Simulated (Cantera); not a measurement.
Charge: 1 mol PbS, 3.4 mol H₂, held at 1800 °C and 16.5 Torr.

Equilibrium computed with Cantera from the NASA thermochemical tables; the gas is ideal and each condensed phase is pure. Candidate condensed phases: Pb, PbS, S; 10 gas species. Rates play no part.

Base state: H₂ 0.686, Pb 0.145, PbS 0.0650, S₂ 0.0544, SH 0.0161, H 0.0147, H₂S 0.0116, S 0.00794 (mole fractions); condensed: gas only.

Question: What changes in the equilibrium state with this change: temperature from 1800 °C to 400 °C?

Answer: 
```json
[
 {"species": "H₂", "before": "0.686", "after": "1.000"},
 {"species": "H₂S", "before": "0.0116", "after": "0.000211"},
 {"species": "Pb", "before": "0.145", "after": "1.39e-8"},
 {"species": "PbS", "before": "0.0650", "after": "9.18e-9"},
 {"species": "S₂", "before": "0.0544", "after": "<1e-9"},
 {"species": "SH", "before": "0.0161", "after": "<1e-9"},
 {"species": "H", "before": "0.0147", "after": "<1e-9"},
 {"species": "S", "before": "0.00794", "after": "<1e-9"},
 {"species": "Pb(l), mol", "before": "0", "after": "0.000717"},
 {"species": "PbS(s), mol", "before": "0", "after": "0.999"}
]
```
